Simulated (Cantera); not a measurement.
Thermodynamics of hydrogen reduction and annealing atmospheres, feed TiO₂ + H₂ + H₂O

A closed system holds: 1 mol TiO₂, 620 mol H₂, 0.31 mol H₂O, equilibrated at 2123.15 K.

Cantera equilibrium calculation (NASA polynomials, part measured and part estimated; ideal gas, pure solids and liquids). Candidate condensed phases: H₂O, Ti, TiO, TiO₂, Ti₂O₃, Ti₃O₅, Ti₄O₇; 12 gas species. The numbers say what is thermodynamically allowed, not how fast it happens.

From 0.000100 bar to 0.00130 bar nothing is condensed. From 0.00460 bar to 10.0 bar the condensed part is Ti₂O₃(l). The main Ti-bearing gas is TiO throughout.

```json
[
 {"P (Pa)": "10", "x H₂": "0.697", "x H": "0.300", "x H₂O": "0.00157", "x TiO": "0.00121", "x TiO₂": "0.000138", "n Ti₂O₃(l)": "0"},
 {"P (Pa)": "36", "x H₂": "0.825", "x H": "0.172", "x H₂O": "0.00176", "x TiO": "0.00131", "x TiO₂": "0.000141", "n Ti₂O₃(l)": "0"},
 {"P (Pa)": "130", "x H₂": "0.902", "x H": "0.0946", "x H₂O": "0.00186", "x TiO": "0.00136", "x TiO₂": "0.000143", "n Ti₂O₃(l)": "0"},
 {"P (Pa)": "460", "x H₂": "0.946", "x H": "0.0515", "x H₂O": "0.00156", "x TiO": "0.000614", "x TiO₂": "5.14e-5", "n Ti₂O₃(l)": "0.284"},
 {"P (Pa)": "1700", "x H₂": "0.971", "x H": "0.0271", "x H₂O": "0.00137", "x TiO": "0.000179", "x TiO₂": "1.29e-5", "n Ti₂O₃(l)": "0.438"},
 {"P (Pa)": "6000", "x H₂": "0.984", "x H": "0.0145", "x H₂O": "0.00132", "x TiO": "5.22e-5", "x TiO₂": "3.55e-6", "n Ti₂O₃(l)": "0.482"},
 {"P (Pa)": "22000", "x H₂": "0.991", "x H": "0.00762", "x H₂O": "0.00131", "x TiO": "1.44e-5", "x TiO₂": "9.61e-7", "n Ti₂O₃(l)": "0.495"},
 {"P (Pa)": "77000", "x H₂": "0.995", "x H": "0.00408", "x H₂O": "0.00130", "x TiO": "4.11e-6", "x TiO₂": "2.74e-7", "n Ti₂O₃(l)": "0.499"},
 {"P (Pa)": "280000", "x H₂": "0.997", "x H": "0.00214", "x H₂O": "0.00130", "x TiO": "1.13e-6", "x TiO₂": "7.52e-8", "n Ti₂O₃(l)": "0.500"},
 {"P (Pa)": "1000000", "x H₂": "0.998", "x H": "0.00113", "x H₂O": "0.00131", "x TiO": "3.17e-7", "x TiO₂": "2.11e-8", "n Ti₂O₃(l)": "0.500"}
]
```
x: gas mole fraction; n: condensed amount in mol.
